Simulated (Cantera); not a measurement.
**Diamond growth**

A diamond (100) surface in a fixed gas of H2 with x(CH4) = 0.0075, x(CH3) = 0.00013, at 975 K, 203 Torr; coverages are run to steady state.

Cantera simulation using the Harris–Goodwin 1993 mechanism for the reconstructed diamond (100) surface; the numbers are that mechanism's predictions, not measurements.

| x(H) | growth (µm/h) | θ c6HH | θ c6H* | θ c6*H | θ c6** | θ c6HM |
|---|---|---|---|---|---|---|
| 0.0001 | 6.40 | 0.385 | 0.00884 | 0.194 | 0.00229 | 0.307 |
| 0.0002 | 9.20 | 0.450 | 0.0110 | 0.242 | 0.00377 | 0.220 |
| 0.0004 | 11.8 | 0.510 | 0.0129 | 0.283 | 0.00527 | 0.141 |
| 0.00081 | 13.8 | 0.556 | 0.0143 | 0.314 | 0.00647 | 0.0814 |
| 0.0016 | 15.1 | 0.585 | 0.0152 | 0.333 | 0.00724 | 0.0449 |
| 0.0033 | 15.8 | 0.602 | 0.0158 | 0.344 | 0.00773 | 0.0229 |
| 0.0066 | 16.2 | 0.610 | 0.0163 | 0.350 | 0.00799 | 0.0117 |
| 0.013 | 16.5 | 0.615 | 0.0167 | 0.352 | 0.00816 | 0.00603 |
| 0.026 | 16.7 | 0.617 | 0.0175 | 0.353 | 0.00832 | 0.00304 |
θ: site fractions in the mechanism's names (c6HH fully hydrogenated, c6H* and c6*H radical sites, c6** diradical, c6HM methylated).
